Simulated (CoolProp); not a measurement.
The numbers come from the reference Helmholtz-energy equation of state, Wu 2012 in CoolProp.

### Question
For fluoroethane (R161), give the phase and the cv (kJ/(kg K)), Joule-Thomson coefficient (K/MPa) at 140.65 °C and 0.158 bar.

### Answer
- 140.65 °C and 0.158 bar: gas; cv 1.41, Joule-Thomson coefficient 7.58
